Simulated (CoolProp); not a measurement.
Vapour pressure (MPa) of R115: the reference equation beside estimates from Tc = 80.0 °C, pc = 3.129 MPa, ω = 0.248. Clausius-Clapeyron is anchored at 13.15 °C with a constant enthalpy of vaporisation of 15.66 kJ/mol.

Computed with CoolProp (reference Helmholtz-energy equation of state, Lemmon 2016).

| T (°C) | reference | Clausius-Clapeyron | van der Waals | Redlich-Kwong | Peng-Robinson |
|---|---|---|---|---|---|
| -33.65 | 0.1291 | 0.1808 | 0.5330 | 0.2085 | 0.1287 |
| -24.35 | 0.1882 | 0.2426 | 0.6486 | 0.2891 | 0.1875 |
| -14.95 | 0.2671 | 0.3196 | 0.7809 | 0.3913 | 0.2660 |
| -5.55 | 0.3687 | 0.4129 | 0.9294 | 0.5169 | 0.3674 |
| 3.75 | 0.4953 | 0.5229 | 1.093 | 0.6666 | 0.4945 |
| 13.15 | 0.6538 | 0.6538 | 1.276 | 0.8460 | 0.6540 |
| 22.45 | 0.8447 | 0.8041 | 1.475 | 1.054 | 0.8471 |
| 31.85 | 1.077 | 0.9785 | 1.695 | 1.296 | 1.083 |
| 41.15 | 1.350 | 1.175 | 1.931 | 1.571 | 1.361 |
| 50.55 | 1.676 | 1.398 | 2.189 | 1.885 | 1.693 |

Absolute difference from the reference over all 10 rows, mean and median: Clausius-Clapeyron 15.0 and 12.5 %, van der Waals 132.3 and 107.9 %, Redlich-Kwong 34.0 and 32.0 %, Peng-Robinson 0.4 and 0.4 %.
